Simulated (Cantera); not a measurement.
# Hydrogen reduction and annealing atmospheres: V₂O₃ + H₂ + N₂

A closed system holds: 1 mol V₂O₃, 270 mol H₂, 19 mol N₂, at 1548 K and 101000 Pa.

These are equilibrium values from Cantera (NASA tables, ideal gas, pure condensed phases), not measurements of a reactor. Candidate condensed phases: H₂O, V, VN, VO, V₂O₃, V₂O₄, V₂O₅; 28 gas species. Mutual solubility and eutectic melting of coexisting phases are not modelled. VN, VO: taken at fixed stoichiometry. Condensed phases not in the tables: solid solutions among these carbides, nitrides and lower oxides, V₂N. Equilibrium is a limit: real reactors are often held back by kinetics, nucleation or transport.

| Item | Result |
|---|---|
| x(H₂) | 0.930 |
| x(N₂) | 0.0655 |
| x(H₂O) | 0.00406 |
| x(H) | 2.95e-5 |
| x(NH₃) | 1.25e-5 |
| n(VN(s)) | 0.174 mol |
| n(VO(s)) | 1.83 mol |
| gas amount | 288.9 mol |
| log10 activity of V(s) (absent) | -2.35 |
| log10 activity of V₂O₅(l) (absent) | -11.80 |
